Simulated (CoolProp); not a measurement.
Vapour pressure (MPa) of nitrous oxide: the reference equation beside estimates from Tc = 36.4 °C, pc = 7.245 MPa, ω = 0.161.

Model: reference Helmholtz-energy equation of state, Lemmon 2006, in CoolProp. It is a short technical equation, of lower accuracy than the large ones.

```json
[
 {"T (°C)": "-27.75", "reference": "1.416", "van der Waals": "2.664", "Redlich-Kwong": "1.671"},
 {"T (°C)": "-23.35", "reference": "1.624", "van der Waals": "2.892", "Redlich-Kwong": "1.896"},
 {"T (°C)": "-18.95", "reference": "1.854", "van der Waals": "3.132", "Redlich-Kwong": "2.141"},
 {"T (°C)": "-14.55", "reference": "2.107", "van der Waals": "3.385", "Redlich-Kwong": "2.407"},
 {"T (°C)": "-10.15", "reference": "2.383", "van der Waals": "3.649", "Redlich-Kwong": "2.695"},
 {"T (°C)": "-5.75", "reference": "2.686", "van der Waals": "3.926", "Redlich-Kwong": "3.005"},
 {"T (°C)": "-1.35", "reference": "3.015", "van der Waals": "4.216", "Redlich-Kwong": "3.338"},
 {"T (°C)": "3.05", "reference": "3.373", "van der Waals": "4.519", "Redlich-Kwong": "3.695"},
 {"T (°C)": "7.45", "reference": "3.762", "van der Waals": "4.835", "Redlich-Kwong": "4.076"},
 {"T (°C)": "11.85", "reference": "4.182", "van der Waals": "5.164", "Redlich-Kwong": "4.483"},
 {"T (°C)": "16.25", "reference": "4.636", "van der Waals": "5.506", "Redlich-Kwong": "4.916"},
 {"T (°C)": "20.65", "reference": "5.127", "van der Waals": "5.862", "Redlich-Kwong": "5.375"},
 {"T (°C)": "25.05", "reference": "5.658", "van der Waals": "6.231", "Redlich-Kwong": "5.862"}
]
```

Absolute difference from the reference over all 13 rows, mean and median: van der Waals 43.4 and 39.8 %, Redlich-Kwong 10.7 and 10.7 %.
